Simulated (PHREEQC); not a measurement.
Make-up at 25 °C: 0.16 mol H2SO4 and 0.079 mol MgCl2 per kg of water. Closed to the air; pH follows from the charge balance.

Model: ion-association model, phreeqc.dat, run in PHREEQC.

Each row changes one thing in this solution. This is a speciation only: nothing precipitates in the calculation.

```tsv
case	pH	ionic strength (mol/kgw)	HSO4- (mol/kgw)	Mg+2 (mol/kgw)	SO4-2 (mol/kgw)	MgSO4 (mol/kgw)
as made	0.80	0.405	0.115	0.0585	0.0245	0.0205
temperature from 25 to 20 °C	0.80	0.410	0.114	___	0.0266	0.0199
H2SO4 from 0.16 to 0.8 mol/kgw	0.18	1.11	0.713	0.0528	0.0612	0.0262
temperature from 25 to 60 °C	0.83	0.381	0.126	0.0582	___	0.0209
H2SO4 replaced by NaHSO4 at the same molality	1.21	0.425	0.0791	0.0492	0.0436	0.0298
H2SO4 from 0.16 to 0.24 mol/kgw	0.65	0.494	0.187	0.0570	0.0306	0.0221
diluted 10-fold with water	1.68	0.0487	0.00749	0.00589	0.00650	0.00201
H2SO4 from 0.16 to 0.032 mol/kgw	1.39	0.264	0.0123	0.0679	0.00867	0.0111
```

**Question.** Complete the blanks.

**Answer.** 
- temperature from 25 to 20 °C, Mg+2 (mol/kgw): 0.0591
- temperature from 25 to 60 °C, SO4-2 (mol/kgw): 0.0127

The ionic strength passes 0.7 mol/kgw, the rough limit of the ion-association models, in H2SO4 from 0.16 to 0.8 mol/kgw. Constants without temperature data keep their 25 °C values here.
